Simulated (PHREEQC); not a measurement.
Dissolve 0.031 mol/kgw NH4HF2, 0.005 mol/kgw (NH4)2SiF6 and 0.0055 mol/kgw H2SO4 at 45 °C. Closed to the air; pH follows from the charge balance.

Model: ion-association model, wateq4f.dat, run in PHREEQC.

**Question.** The ionic strength comes out as 0.0505 mol/kgw. What activity coefficients do H+, SO4-2, SiF6-2, HF2-, HSO4- get?

**Answer.** H+ 0.85, SO4-2 0.45, SiF6-2 0.45, HF2- 0.81, HSO4- 0.81.

This is a speciation only: nothing precipitates in the calculation. Constants without temperature data keep their 25 °C values here. SiF6-2 is the database's only silicon fluoride.
